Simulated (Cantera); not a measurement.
A closed system holds: 1 mol Si, 0.0085 mol O₂, 630 mol H₂, equilibrated at 8.10e-5 bar.

Method: chemical equilibrium by Gibbs-energy minimisation in Cantera with the NASA 1993 tables (ideal gas, pure condensed phases). Candidate condensed phases: H₂O, Si, SiO₂; 18 gas species. Kinetics and transport are ignored.

**Question.** Which condensed phases are stable at each of these points (T (K)): 1323, 1398, 1473, 1548, 1623, 1698, 1773, 1848, 1923, 1998, 2073, 2148?

**Answer.** 
```tsv
T (K)	condensed phases	Si condensed (%)
1323	Si(s)	98.2
1398	Si(s)	97.6
1473	Si(s)	93.8
1548	Si(s)	72.7
1623	gas only	0.0
1698	gas only	0.0
1773	gas only	0.0
1848	gas only	0.0
1923	gas only	0.0
1998	gas only	0.0
2073	gas only	0.0
2148	gas only	0.0
```

From 1323 K to 1548 K the condensed part is Si(s). From 1623 K to 2148 K nothing is condensed.
